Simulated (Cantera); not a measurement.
Input: 1 mol Fe2O3, 1.5 mol C, 0.015 mol CO, at 2575 K and 11.0 Pa.

These are equilibrium values from Cantera (NASA tables, ideal gas, pure condensed phases), not measurements of a reactor. Candidate condensed phases: C, Fe, Fe(CO)5, FeO, Fe2O3, Fe3O4; 15 gas species. Equilibrium is a limit: real reactors are often held back by kinetics, nucleation or transport.

Base state: Fe 0.407, CO 0.303, O 0.261, O2 0.0174, CO2 0.00775, FeO 0.00383 (mole fractions); condensed: gas only.

### Question
What changes in the equilibrium state with this change: pressure from 11.0 Pa to 1300 Pa?

### Answer
| species | before | after |
|---|---|---|
| Fe | 0.407 | 0.427 |
| CO | 0.303 | 0.253 |
| CO2 | 0.00775 | 0.132 |
| O | 0.261 | 0.0450 |
| FeO | 0.00383 | 0.0819 |
| O2 | 0.0174 | 0.0613 |
